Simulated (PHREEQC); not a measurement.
Solution (50 °C): 0.17 mol HCl and 0.002 mol MnSO4 per kg of water. Closed to the air; pH follows from the charge balance.

Computed with PHREEQC (ion-association model, phreeqc.dat).

No solid was allowed to form.

Order these S species by the share of S that they hold, largest first: SO4-2, MnSO4, HSO4-.

HSO4- (90 %), SO4-2 (9.7 %), MnSO4 (0.40 %)

Order these Mn species by the share of Mn that they hold, largest first: MnCl+, Mn+2, MnCl2, MnSO4.

Mn+2 (81 %), MnCl+ (18 %), MnCl2 (0.67 %), MnSO4 (0.40 %)

The pH is 0.87 and the ionic strength 0.174 mol/kgw. Species that the database lacks are ignored. Constants without temperature data keep their 25 °C values here.
